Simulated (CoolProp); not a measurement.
Water along the isotherm 596.3 K: density (kg/m³) from the reference equation and from simpler models built on Tc = 647.1 K, pc = 220.6 bar, ω = 0.344; each cubic takes its own stable root.

Values from CoolProp's reference Helmholtz-energy equation of state, Wagner 2002.

| p (bar) | phase | reference |
|---|---|---|
| 20.7 | gas | 7.875 |
| 41.4 | gas | 16.63 |
| 62.1 | gas | 26.62 |
| 82.7 | gas | 38.46 |
| 103 | gas | 53.38 |
| 124 | liquid | 661.4 |
| 145 | liquid | 668.6 |
| 165 | liquid | 674.7 |
| 186 | liquid | 680.7 |
| 207 | liquid | 686.3 |
| 228 | liquid | 691.5 |
| 248 | liquid | 696.1 |
| 269 | liquid | 700.8 |
| 290 | liquid | 705.2 |
| 310 | liquid | 709.2 |
| 331 | liquid | 713.2 |

Question: How far does each simpler model (van der Waals, Redlich-Kwong) lie from the reference over these 16 states: mean and median of the absolute difference, and the worst?

Answer: 
- van der Waals: mean 41.5 %, median 50.0 %, worst -90.7 % at 596.3 K and 124 bar
- Redlich-Kwong: mean 28.6 %, median 34.4 %, worst -90.0 % at 596.3 K and 124 bar

At some of these states van der Waals, Redlich-Kwong gives the other phase, because its saturation line lies elsewhere.
